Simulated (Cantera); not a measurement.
## Transport properties of process gases

Gas mixture: CO2 : H2 = 0.8 : 0.69 (molar parts), at 10.0 bar, frozen composition.

Cantera's kinetic-theory transport with the Lennard-Jones parameters of GRI-Mech 3.0, ideal gas; thermal conductivity in the mixture-averaged form.

| T (K) | ρ (kg/m³) | cp (J/kg/K) | μ (µPa s) | λ (mW/m/K) | Pr | D (cm²/s) NO | D (cm²/s) H | D (cm²/s) CO2 |
|---|---|---|---|---|---|---|---|---|
| 400 | 7.39 | 1454 | 19.8 | 81.4 | 0.354 | 0.0418 | 0.225 | 0.111 |
| 550 | 5.37 | 1559 | 25.8 | 106 | 0.379 | 0.0731 | 0.396 | 0.191 |
| 700 | 4.22 | 1637 | 31.2 | 130 | 0.393 | 0.111 | 0.600 | 0.287 |
| 850 | 3.48 | 1703 | 36.0 | 152 | 0.402 | 0.154 | 0.837 | 0.397 |
| 1000 | 2.95 | 1756 | 40.4 | 174 | 0.407 | 0.202 | 1.10 | 0.521 |
| 1150 | 2.57 | 1802 | 44.6 | 196 | 0.410 | 0.256 | 1.39 | 0.657 |
| 1300 | 2.27 | 1841 | 48.5 | 217 | 0.412 | 0.314 | 1.71 | 0.806 |
| 1450 | 2.04 | 1875 | 52.2 | 237 | 0.412 | 0.377 | 2.06 | 0.966 |
D: mixture-averaged diffusion coefficient of that species in the mixture.
